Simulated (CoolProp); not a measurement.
Ammonia at 275.88 K and 0.102 MPa flows at 0.053 m/s in a round tube of 50 mm bore and 45 µm roughness, fully developed (64/Re and Nu = 3.66 if laminar; Colebrook and Gnielinski if turbulent). Each further row changes one setting.

Computed with CoolProp (reference Helmholtz-energy equation of state, Gao 2020).

```
case                Reynolds number  Darcy friction factor  pressure drop (Pa/m)  heat-transfer coefficient (W/(m² K))  mass flow (kg/h)
------------------  ---------------  ---------------------  --------------------  ------------------------------------  ----------------
as stated                       ___                    ___               0.00630                                  1.69             0.288
velocity 0.106 m/s              439                  0.146                   ___                                  1.69               ___
diameter 100 mm                 439                  0.146                   ___                                   ___               ___
```

Question: Some entries are withheld; supply them.

Answer: 
- as stated, Reynolds number: 219
- as stated, Darcy friction factor: 0.292
- velocity 0.106 m/s, pressure drop (Pa/m): 0.0126
- velocity 0.106 m/s, mass flow (kg/h): 0.576
- diameter 100 mm, pressure drop (Pa/m): 0.00158
- diameter 100 mm, heat-transfer coefficient (W/(m² K)): 0.846
- diameter 100 mm, mass flow (kg/h): 1.15

Viscosity comes from a separate model (Fenghour 1995). Thermal conductivity comes from a separate model (Tufeu 1984).
